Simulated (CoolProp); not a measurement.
A closed Brayton cycle with dry air: compressor inlet 329.15 K and 0.4 MPa, high pressure 0.756 MPa, turbine inlet 935 K, compressor efficiency 0.85, turbine efficiency 0.9, recuperator effectiveness 0.8 (on enthalpy, no pinch check). Each further row changes one setting.

Model: reference Helmholtz-energy equation of state, Lemmon 2000, in CoolProp. It is a pseudo-pure fit of the blend.

```json
[
 {"case": "as stated", "thermal efficiency (%)": "(withheld)", "net work (kJ/kg)": "64.5", "compressor to turbine work": "0.55", "compressor exit (K)": "406.1", "turbine exit (K)": "807.7"},
 {"case": "turbine inlet 885 K", "thermal efficiency (%)": "27.1", "net work (kJ/kg)": "(withheld)", "compressor to turbine work": "(withheld)", "compressor exit (K)": "406.1", "turbine exit (K)": "763.4"},
 {"case": "compressor inlet 339.15 K", "thermal efficiency (%)": "27.6", "net work (kJ/kg)": "62.1", "compressor to turbine work": "(withheld)", "compressor exit (K)": "418.3", "turbine exit (K)": "807.7"},
 {"case": "high pressure 0.643 MPa", "thermal efficiency (%)": "25.3", "net work (kJ/kg)": "(withheld)", "compressor to turbine work": "0.52", "compressor exit (K)": "385.2", "turbine exit (K)": "838.4"},
 {"case": "recuperator effectiveness 0.5", "thermal efficiency (%)": "(withheld)", "net work (kJ/kg)": "64.5", "compressor to turbine work": "0.55", "compressor exit (K)": "406.1", "turbine exit (K)": "807.7"}
]
```

Question: Some entries are withheld; supply them.

Answer: 
- as stated, thermal efficiency (%): 28.4
- turbine inlet 885 K, net work (kJ/kg): 56.8
- turbine inlet 885 K, compressor to turbine work: 0.58
- compressor inlet 339.15 K, compressor to turbine work: 0.56
- high pressure 0.643 MPa, net work (kJ/kg): 51.6
- recuperator effectiveness 0.5, thermal efficiency (%): 18.2
